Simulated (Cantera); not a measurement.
**Equilibrium for abatement and gas-phase synthesis: S + H₂**

Input: 1 mol S, 8.7 mol H₂, equilibrated at 4700000 Pa.

These are equilibrium values from Cantera (NASA tables, ideal gas, pure condensed phases), not measurements of a reactor. Candidate condensed phases: S; 7 gas species. The ideal-gas law is rough above about 30 bar. Gases not in the tables: S₃ to S₇. The numbers say what is thermodynamically allowed, not how fast it happens.

| T (K) | log p H₂ | log p H₂S | log p SH | log p H | log p S₂ | log p S |
|---|---|---|---|---|---|---|
| 748 | 1.62 | 0.73 | -8.18 | <-10 | -9.18 | <-10 |
| 948 | 1.62 | 0.73 | -5.77 | -8.47 | -6.55 | <-10 |
| 1148 | 1.62 | 0.73 | -4.19 | -6.34 | -4.83 | -9.12 |
| 1348 | 1.62 | 0.73 | -3.08 | -4.83 | -3.61 | -7.04 |
| 1548 | 1.62 | 0.73 | -2.25 | -3.70 | -2.70 | -5.51 |
| 1748 | 1.62 | 0.73 | -1.62 | -2.83 | -2.01 | -4.32 |
| 1948 | 1.62 | 0.72 | -1.12 | -2.14 | -1.47 | -3.38 |
| 2148 | 1.62 | 0.70 | -0.73 | -1.57 | -1.06 | -2.63 |
| 2348 | 1.62 | 0.66 | -0.43 | -1.10 | -0.75 | -2.03 |
| 2548 | 1.62 | 0.61 | -0.20 | -0.70 | -0.55 | -1.55 |
| 2748 | 1.62 | 0.54 | -0.02 | -0.36 | -0.41 | -1.15 |
| 2948 | 1.62 | 0.46 | 0.11 | -0.06 | -0.34 | -0.84 |
log p: log10 of the partial pressure in bar; nothing condenses.

From 748 K to 2948 K nothing is condensed.
